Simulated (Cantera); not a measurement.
A closed system holds: 1 mol Pb, 7.9 mol CO, 89 mol H₂, equilibrated at 77.0 mbar.

Equilibrium computed with Cantera from the NASA thermochemical tables; the gas is ideal and each condensed phase is pure. Candidate condensed phases: C, C₆H₆, C₇H₈, C₈H₁₈, H₂O, Pb, PbO, PbO₂, Pb₃O₄; 113 gas species. Equilibrium is a limit: real reactors are often held back by kinetics, nucleation or transport.

### Question
Which condensed phases are stable at each of these points (T (K)): 775, 850, 925, 1000, 1075, 1150, 1225, 1300, 1375?

### Answer
```tsv
T (K)	condensed phases	Pb condensed (%)
775	Pb(l)	100.0
850	Pb(l)	100.0
925	Pb(l)	99.7
1000	Pb(l)	98.0
1075	Pb(l)	90.5
1150	Pb(l)	63.4
1225	gas only	0.0
1300	gas only	0.0
1375	gas only	0.0
```

From 775 K to 1150 K the condensed part is Pb(l). From 1225 K to 1375 K nothing is condensed.
